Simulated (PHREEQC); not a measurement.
Synthetic water in mg/L, 65 °C, pH 7.23, pe 9.6:

| constituent | mg/L |
|---|---|
| Na | 394 |
| K | 261 |
| Ca | 131 |
| Mg | 99.2 |
| Cl | 603 |
| S(6) as SO4 | 461 |
| Alkalinity as HCO3 | 756 |
| Cd | 11.4 |
| Pb | 67.1 |

Valence states are taken as typed.

Equilibrium calculation in PHREEQC: ion-association model, phreeqc.dat.

**Question.** The ionic strength comes out as 0.0432 mol/kgw. What activity coefficients do HCO3-, Pb+2, PbCl+, MgOH+, NaCO3- get?

**Answer.** HCO3- 0.83, Pb+2 0.45, PbCl+ 0.82, MgOH+ 0.83, NaCO3- 0.82.

This is a speciation only: nothing precipitates in the calculation. Examples of supersaturated solids here: Otavite, Cerussite. Others may be too. Species that the database lacks are ignored. Constants without temperature data keep their 25 °C values here.
